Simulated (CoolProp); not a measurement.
Vapour-liquid equilibrium of 1-butene (1) + n-perfluorobutane (2) at 335.3 K; x and y are mole fractions of (1).

Model: multi-fluid Helmholtz-energy mixture model, Lemmon 2005 and Gao 2022; pair parameters Bell 2016, in CoolProp.

```json
[
 {"x": "0.05", "bubble pressure (MPa)": "0.8307", "y at the bubble point": "0.111", "dew pressure at overall composition x (MPa)": "0.7899", "liquid density (mol/L)": "5.668"},
 {"x": "0.125", "bubble pressure (MPa)": "0.9418", "y at the bubble point": "0.251", "dew pressure at overall composition x (MPa)": "0.8410", "liquid density (mol/L)": "5.785"},
 {"x": "0.2", "bubble pressure (MPa)": "1.044", "y at the bubble point": "0.358", "dew pressure at overall composition x (MPa)": "0.8988", "liquid density (mol/L)": "5.907"},
 {"x": "0.275", "bubble pressure (MPa)": "1.126", "y at the bubble point": "0.438", "dew pressure at overall composition x (MPa)": "0.9636", "liquid density (mol/L)": "6.038"},
 {"x": "0.35", "bubble pressure (MPa)": "1.184", "y at the bubble point": "0.495", "dew pressure at overall composition x (MPa)": "1.036", "liquid density (mol/L)": "6.186"},
 {"x": "0.425", "bubble pressure (MPa)": "1.220", "y at the bubble point": "0.535", "dew pressure at overall composition x (MPa)": "1.113", "liquid density (mol/L)": "6.362"},
 {"x": "0.5", "bubble pressure (MPa)": "1.237", "y at the bubble point": "0.564", "dew pressure at overall composition x (MPa)": "1.189", "liquid density (mol/L)": "6.579"},
 {"x": "0.575", "bubble pressure (MPa)": "1.243", "y at the bubble point": "0.584", "dew pressure at overall composition x (MPa)": "1.241", "liquid density (mol/L)": "6.847"},
 {"x": "0.65", "bubble pressure (MPa)": "1.241", "y at the bubble point": "0.599", "dew pressure at overall composition x (MPa)": "1.193", "liquid density (mol/L)": "7.177"},
 {"x": "0.725", "bubble pressure (MPa)": "1.233", "y at the bubble point": "0.613", "dew pressure at overall composition x (MPa)": "1.095", "liquid density (mol/L)": "7.573"},
 {"x": "0.8", "bubble pressure (MPa)": "1.212", "y at the bubble point": "0.634", "dew pressure at overall composition x (MPa)": "1.001", "liquid density (mol/L)": "8.037"},
 {"x": "0.875", "bubble pressure (MPa)": "1.155", "y at the bubble point": "0.679", "dew pressure at overall composition x (MPa)": "0.9181", "liquid density (mol/L)": "8.567"},
 {"x": "0.95", "bubble pressure (MPa)": "1.004", "y at the bubble point": "0.798", "dew pressure at overall composition x (MPa)": "0.8453", "liquid density (mol/L)": "9.158"}
]
```

y crosses x between x = 0.575 and 0.65: the model has an azeotrope there.

The pair parameters rest on a limited set of measurements; away from them the model extrapolates. With so large a gap from Raoult's law the liquid may split in two, which this calculation doesn't test in full.
